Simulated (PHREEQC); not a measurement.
Silver or lead bath (model solution)

A solution holds 0.0021 mol PbCl2, 0.0022 mol KNO3 and 0.00041 mol Cu(NO3)2 per kg of water, at 25 °C. Closed to the air; pH follows from the charge balance.

The numbers come from PHREEQC with the ion-association model, wateq4f.dat.

No solid was allowed to form.

Q: Predict the pH.

A: pH 5.25.

Q: In which forms is Pb present?

A: Pb+2 88 %, PbCl+ 9.4 %, PbNO3+ 2.6 % of the Pb.
